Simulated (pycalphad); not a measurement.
CALPHAD calculation (pycalphad, COST 507 light-alloy database (1999)), 1 atm. The data set is of 1999 and partly superseded. Diffusion is slow at the low end, where real alloys seldom reach equilibrium.

Molar enthalpy of Si-0.85Cu (at.%) in equilibrium (SER reference):

```
T (°C)  H (kJ/mol)                      phases
------  ----------  --------------------------
1577         90.23                      liquid
1502         88.18                      liquid
1452         86.82                      liquid
1427         86.14                      liquid
1352         37.66       diamond (Si) + liquid
1277         33.58       diamond (Si) + liquid
1202         30.81       diamond (Si) + liquid
1127         28.37       diamond (Si) + liquid
1052         26.10       diamond (Si) + liquid
977          23.92       diamond (Si) + liquid
902          21.82       diamond (Si) + liquid
827          19.76       diamond (Si) + liquid
777          18.31  diamond (Si) + CU19SI6_ETA
752          17.65  diamond (Si) + CU19SI6_ETA
677          15.67  diamond (Si) + CU19SI6_ETA
602          13.73  diamond (Si) + CU19SI6_ETA
527          11.81  diamond (Si) + CU19SI6_ETA
452           9.92  diamond (Si) + CU19SI6_ETA
377           8.07  diamond (Si) + CU19SI6_ETA
302           6.25  diamond (Si) + CU19SI6_ETA
227           4.47  diamond (Si) + CU19SI6_ETA
```

Cooling from 1427 °C to 777 °C, across the freezing range, releases 67.8 kJ/mol, or 2390 J/g. The slope is 27 J/(mol K) in the liquid and 27 J/(mol K) just below the solidus, where it includes any heat of precipitation. Liquidus 1410 °C, solidus 801 °C. Changes were sought between steps of 25 K, so a narrower field can be missed.

Database names, with the compositions (at.%) that they take in these runs: CU19SI6_ETA: Cu 76 Si 24.
